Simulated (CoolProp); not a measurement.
R21 along the isotherm 383.3 K: fugacity coefficient from the reference equation and from simpler models built on Tc = 452.7 K, pc = 52.89 bar, ω = 0.206; each cubic takes its own stable root.

Model: reference Helmholtz-energy equation of state, Platzer 1990, in CoolProp. This equation is an older, rougher fit; its heat capacities, sound speeds and derivatives of the liquid may be far off and weren't checked against measurements.

```csv
p (bar),phase,reference,van der Waals,Redlich-Kwong,Soave-Redlich-Kwong
0.251,gas,0.9971,0.9979,0.9974,0.9973
0.571,gas,0.9935,0.9952,0.9941,0.9938
1.3,gas,0.9851,0.9892,0.9866,0.9860
2.96,gas,0.9662,0.9754,0.9696,0.9681
6.73,gas,0.9233,0.9440,0.9311,0.9277
15.3,gas,0.8256,0.8726,0.8442,0.8363
34.9,liquid,0.4010,0.6089,0.4660,0.4119
79.3,liquid,0.1998,0.3248,0.2359,0.2076
```
